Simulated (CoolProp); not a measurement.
Properties of sulfur hexafluoride at several states.

Computed with CoolProp (reference Helmholtz-energy equation of state, Guder 2009).

```tsv
T (K)	p (MPa)	phase	Joule-Thomson coefficient (K/MPa)	conductivity (mW/(m K))	fugacity coefficient
416.2	13.6	supercritical	1.789	44.5	0.6477
603.8	0.0226	gas	1.525	34.2	0.9999
594.1	7.43	supercritical	1.353	41.6	?
464.3	7.32	supercritical	2.747	?	?
256.4	0.547	gas	?	10.1	0.9014
```

Problem. Some entries are withheld; supply them.

Solution. 
- 594.1, fugacity coefficient: 0.9638
- 464.3, conductivity (mW/(m K)): 32.1
- 464.3, fugacity coefficient: 0.8547
- 256.4, Joule-Thomson coefficient (K/MPa): 17.08

Thermal conductivity comes from a separate model (Assael 2012).
